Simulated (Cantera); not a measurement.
A closed system holds: 1 mol Al, a varied amount of HBr, 1.8 mol H2, held at 475 K and 0.133 bar.

Cantera equilibrium calculation (NASA polynomials, part measured and part estimated; ideal gas, pure solids and liquids). Candidate condensed phases: Al, AlBr3, Br2; 11 gas species. Rates play no part.

x: gas mole fraction; n: condensed amount in mol.

```json
[
 {"n(HBr) (mol)": "1.3", "x H2": "0.918", "x HBr": "3.88e-11", "x Al2Br6": "0.0799", "x AlBr3": "…", "n Al(s)": "0.567"},
 {"n(HBr) (mol)": "1.8", "x H2": "0.899", "x HBr": "3.97e-11", "x Al2Br6": "0.0984", "x AlBr3": "…", "n Al(s)": "0.400"},
 {"n(HBr) (mol)": "2.4", "x H2": "0.881", "x HBr": "4.04e-11", "x Al2Br6": "0.116", "x AlBr3": "0.00312", "n Al(s)": "0.200"},
 {"n(HBr) (mol)": "3.2", "x H2": "0.824", "x HBr": "0.0499", "x Al2Br6": "0.123", "x AlBr3": "0.00322", "n Al(s)": "0"},
 {"n(HBr) (mol)": "4.4", "x H2": "0.634", "x HBr": "0.269", "x Al2Br6": "0.0946", "x AlBr3": "…", "n Al(s)": "0"},
 {"n(HBr) (mol)": "5.9", "x H2": "0.492", "x HBr": "0.432", "x Al2Br6": "0.0733", "x AlBr3": "…", "n Al(s)": "0"},
 {"n(HBr) (mol)": "8", "x H2": "0.375", "x HBr": "0.568", "x Al2Br6": "0.0557", "x AlBr3": "…", "n Al(s)": "0"}
]
```

Q: Complete the blanks.

A: 
- 1.3, x AlBr3: 0.00259
- 1.8, x AlBr3: 0.00287
- 4.4, x AlBr3: 0.00282
- 5.9, x AlBr3: 0.00248
- 8, x AlBr3: 0.00216
